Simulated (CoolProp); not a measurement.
20 sccm (0 °C, 1 atm) of nitrogen bubbles through liquid octamethylcyclotetrasiloxane (D4) at 353.5 K and leaves saturated at a total pressure of 0.0625 MPa (ideal gas phase). Each further row changes one setting.

Computed with CoolProp (reference Helmholtz-energy equation of state, Thol 2015).

```json
[
 {"case": "as stated", "vapour pressure (kPa)": "3.66", "mole fraction of vapour": "0.0586", "delivery (mg/min)": "…", "delivery (sccm)": "…", "change of delivery for a bath 1 K warmer (%)": "5.2"},
 {"case": "bath temperature 358.5 K", "vapour pressure (kPa)": "…", "mole fraction of vapour": "0.0740", "delivery (mg/min)": "21.1", "delivery (sccm)": "1.60", "change of delivery for a bath 1 K warmer (%)": "…"},
 {"case": "total pressure 0.125 MPa", "vapour pressure (kPa)": "3.66", "mole fraction of vapour": "0.0293", "delivery (mg/min)": "7.99", "delivery (sccm)": "0.604", "change of delivery for a bath 1 K warmer (%)": "5.0"}
]
```

Task: Complete the blanks.

Result: 
- as stated, delivery (mg/min): 16.5
- as stated, delivery (sccm): 1.24
- bath temperature 358.5 K, vapour pressure (kPa): 4.62
- bath temperature 358.5 K, change of delivery for a bath 1 K warmer (%): 5.1
